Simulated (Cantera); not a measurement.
An isothermal, constant-pressure homogeneous reactor starts with 6.98 % H2, 5.81 % O2, 87.2 % N2, equivalence ratio 0.60, at 1400 K and 12000 Pa.

Computed with Cantera and GRI-Mech 3.0 (53 species, 325 reactions). The temperature is held fixed by assumption; the heat of reaction is taken as removed at once.

One state of this run: x H2 = 6.12e-7; x O2 = 0.0241; x H2O = 0.0723; x H2O2 = 4.34e-10; x NO = 1.88e-5; x O = 4.27e-7. x: mole fraction; the columns are a selection and need not sum to one.

Which value of t (s) does it belong to?
(A) 0.0138
(B) 0.000400
(C) 1.16
(D) 40.0

D, 40.0
